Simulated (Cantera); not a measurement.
A perfectly stirred reactor is fed with 23.3 % CO, 1.61 % H2, 0.910 % CH4, 13.0 % O2, 61.1 % N2, equivalence ratio 1.1, at 5.92 atm; it is adiabatic with a 448 K inlet, and is followed from long to short residence time, starting on the burning branch (τ in s: 0.046, 0.02, 0.0088, 0.0038, 0.0017, 0.00073, 0.00032, 0.00014, 6e-05).

Cantera simulation using GRI-Mech 3.0 (53 species, 325 reactions); the numbers are that mechanism's predictions, not measurements.

Problem. Predict: blow-out, bracketed by the residence times tried; x(CO) at τ = 46.0 ms; x(H2) at τ = 46.0 ms; x(CH4) at τ = 46.0 ms; x(H) at τ = 46.0 ms; x(CO2) at τ = 46.0 ms; x(CO) at τ = 1.70 ms; x(H2) at τ = 1.70 ms; x(CH4) at τ = 1.70 ms; x(H) at τ = 1.70 ms; x(CO2) at τ = 1.70 ms.

Solution. 
```
Property                                                                          Result
------------------------------------------------  --------------------------------------
blow-out, bracketed by the residence times tried  burning at 60.0 µs, the shortest tried
x(CO) at τ = 46.0 ms                                                              0.0373
x(H2) at τ = 46.0 ms                                                             0.00101
x(CH4) at τ = 46.0 ms                                                            2.91e-7
x(H) at τ = 46.0 ms                                                             0.000227
x(CO2) at τ = 46.0 ms                                                              0.234
x(CO) at τ = 1.70 ms                                                              0.0530
x(H2) at τ = 1.70 ms                                                             0.00152
x(CH4) at τ = 1.70 ms                                                            3.12e-6
x(H) at τ = 1.70 ms                                                             0.000844
x(CO2) at τ = 1.70 ms                                                              0.216
```
